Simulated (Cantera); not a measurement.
**Adiabatic ignition**

An adiabatic, constant-volume homogeneous reactor starts with 13.6 % CO, 0.476 % H₂, 18.1 % O₂, 67.8 % N₂, equivalence ratio 0.39, at 1350 K and 101000 Pa.

Detailed kinetics in Cantera: GRI-Mech 3.0 (53 species, 325 reactions).

| t (s) | T (K) | P (bar) | x CO | x H₂ | x O₂ | x H | x OH | x CO₂ |
|---|---|---|---|---|---|---|---|---|
| 1.00e-6 | 1350 | 1.01 | 0.136 | 0.00476 | 0.181 | 7.99e-10 | 4.00e-10 | 1.02e-8 |
| 4.19e-6 | 1350 | 1.01 | 0.136 | 0.00476 | 0.181 | 5.52e-9 | 5.55e-9 | 4.62e-8 |
| 1.76e-5 | 1350 | 1.01 | 0.136 | 0.00476 | 0.181 | 9.56e-8 | 1.10e-7 | 4.21e-7 |
| 7.37e-5 | 1351 | 1.01 | 0.135 | 0.00445 | 0.180 | 0.000124 | 0.000141 | 0.000483 |
| 0.000309 | 1952 | 1.42 | 0.0507 | 0.000195 | 0.125 | 0.00282 | 0.00258 | 0.0894 |
| 0.00129 | 2460 | 1.74 | 0.0173 | 7.68e-5 | 0.122 | 0.000286 | 0.00259 | 0.127 |
| 0.00543 | 2513 | 1.77 | 0.0117 | 5.39e-5 | 0.118 | 0.000149 | 0.00222 | 0.133 |
| 0.0228 | 2499 | 1.76 | 0.0111 | 5.20e-5 | 0.114 | 0.000137 | 0.00213 | 0.134 |
| 0.0954 | 2497 | 1.76 | 0.0110 | 5.17e-5 | 0.113 | 0.000136 | 0.00211 | 0.134 |
| 0.400 | 2497 | 1.76 | 0.0110 | 5.17e-5 | 0.113 | 0.000136 | 0.00211 | 0.134 |
x: mole fraction; the columns are a selection and need not sum to one.

```json
{
 "time_of_steepest_temperature_rise": "0.216 ms",
 "temperature at 0.400 s": "2497 K",
 "equilibrium_temperature": "2497 K",
 "x(CO) at 0.400 s": "0.0110 (gas-phase equilibrium 0.0110)",
 "x(H₂) at 0.400 s": "5.17e-5 (gas-phase equilibrium 5.17e-5)",
 "x(O₂) at 0.400 s": "0.113 (gas-phase equilibrium 0.113)"
}
```
